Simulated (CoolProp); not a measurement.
A closed Brayton cycle with carbon dioxide: compressor inlet 325.15 K and 8.4 MPa, high pressure 24.4 MPa, turbine inlet 850 K, compressor efficiency 0.85, turbine efficiency 0.9, recuperator effectiveness 0 (on enthalpy, no pinch check). Each further row changes one setting.

The numbers come from the reference Helmholtz-energy equation of state, Span 1996 in CoolProp.

```
case                           thermal efficiency (%)  net work (kJ/kg)  compressor to turbine work  compressor exit (K)  turbine exit (K)
-----------------------------  ----------------------  ----------------  --------------------------  -------------------  ----------------
as stated                                        15.3              88.5                        0.38                413.8             720.6
turbine inlet 800 K                              15.3              78.9                        0.41                413.8                 ?
compressor inlet 335.15 K                           ?              81.4                           ?                    ?             720.6
high pressure 20.7 MPa                           13.3                 ?                           ?                399.7                 ?
recuperator effectiveness 0.5                    22.1              88.5                        0.38                413.8             720.6
```

Problem. Fill in the missing entries.

Solution. 
- turbine inlet 800 K, turbine exit (K): 675.2
- compressor inlet 335.15 K, thermal efficiency (%): 14.9
- compressor inlet 335.15 K, compressor to turbine work: 0.43
- compressor inlet 335.15 K, compressor exit (K): 430.8
- high pressure 20.7 MPa, net work (kJ/kg): 78.2
- high pressure 20.7 MPa, compressor to turbine work: 0.36
- high pressure 20.7 MPa, turbine exit (K): 740.0
